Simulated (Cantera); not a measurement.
An adiabatic, constant-pressure homogeneous reactor starts with C₃H₈ : O₂ : N₂ : CO₂ = 1 : 3.85 : 14.5 : 0.58 (molar parts), equivalence ratio 1.3, at 1525 K and 548 Torr. Integrator tolerance rtol = 1e-08.

Detailed kinetics in Cantera: GRI-Mech 3.0 (53 species, 325 reactions). GRI-Mech 3.0 was tuned for natural gas; its chemistry of propane as a main component is partial and can be far from experiment.

```csv
quantity,before,after
time of steepest temperature rise,86.6 µs,0.131 s
temperature at 8.00 s,2730 K,2542 K
equilibrium temperature,2730 K,2542 K
x(C₃H₈) at 8.00 s,<1e-12 (gas-phase equilibrium <1e-12),<1e-12 (gas-phase equilibrium <1e-12)
x(O₂) at 8.00 s,0.00719 (gas-phase equilibrium 0.00719),0.00228 (gas-phase equilibrium 0.00228)
x(CO₂) at 8.00 s,0.0616 (gas-phase equilibrium 0.0616),0.0752 (gas-phase equilibrium 0.0752)
x(NO) at 8.00 s,0.00555 (gas-phase equilibrium 0.00555),0.00234 (gas-phase equilibrium 0.00234)
x(C₂H₂) at 8.00 s,<1e-12 (gas-phase equilibrium <1e-12),<1e-12 (gas-phase equilibrium <1e-12)
x(CO) at 8.00 s,0.0960 (gas-phase equilibrium 0.0960),0.0852 (gas-phase equilibrium 0.0852)
x(C₂H) at 8.00 s,<1e-12 (gas-phase equilibrium <1e-12),<1e-12 (gas-phase equilibrium <1e-12)
```

Task: What was changed between the two runs?
(A) pressure from 548 Torr to 1500 Torr
(B) initial temperature 1525 to 1150 K
(C) constant volume in place of constant pressure
(D) initial temperature 1525 to 1073 K

Result: D, initial temperature 1525 to 1073 K
